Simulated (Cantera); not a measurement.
Input: 1 mol FeS, 0.073 mol SO₂, 0.94 mol CO₂, equilibrated at 1050 K and 0.0330 bar.

Equilibrium computed with Cantera from the NASA thermochemical tables; the gas is ideal and each condensed phase is pure. Candidate condensed phases: C, Fe, Fe(CO)₅, FeO, FeS, FeSO₄, FeS₂, Fe₂O₃, Fe₂(SO₄)₃, Fe₃O₄, S; 25 gas species. Mutual solubility and eutectic melting of coexisting phases are not modelled. FeS: taken at fixed stoichiometry. Gases not in the tables: S₃ to S₇. Kinetics and transport are ignored.

Q: What is the equilibrium state?

A: 
- x(CO₂): 0.915
- x(SO₂): 0.0685
- x(CO): 0.00893
- x(S₂): 0.00713
- x(COS): 0.000351
- x(S₂O): 0.000156
- x(SO): 2.36e-5
- n(FeS(s)): 0.988 mol
- n(Fe₃O₄(s)): 0.00396 mol
- gas amount: 1.017 mol
- log10 activity of S(l) (absent): -2.31
- log10 activity of Fe(α) (absent): -2.89
- log10 activity of C(graphite) (absent): -6.21
